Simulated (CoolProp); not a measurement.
Vapour-liquid equilibrium of methanol (1) + water (2) at 167.75 °C; x and y are mole fractions of (1).

The numbers come from the multi-fluid Helmholtz-energy mixture model, de Reuck 1993 and Wagner 2002; pair parameters Bell 2016 in CoolProp.

```
x     bubble pressure, mixture model (bar)  bubble pressure, Raoult's law (bar)  y, mixture model  y, Raoult's law
----  ------------------------------------  -----------------------------------  ----------------  ---------------
0.05                                 8.410                                8.171             0.143            0.128
0.15                                 10.07                                9.514             0.341            0.330
0.25                                 11.58                                10.86             0.479            0.482
0.35                                 12.98                                12.20             0.582            0.600
0.45                                 14.29                                13.54             0.666            0.695
0.55                                 15.53                                14.88             0.736            0.773
0.65                                 16.74                                16.22             0.799            0.838
0.75                                 17.92                                17.57             0.857            0.893
0.85                                 19.11                                18.91             0.914            0.941
0.95                                 20.31                                20.25             0.971            0.981
```

The largest gap from Raoult's law is +6.6 % in bubble pressure, at x = 0.25. No azeotrope shows between x = 0.05 and 0.95.

Pair parameters are fitted to limited data, so mixtures are less certain than the pure fluids.
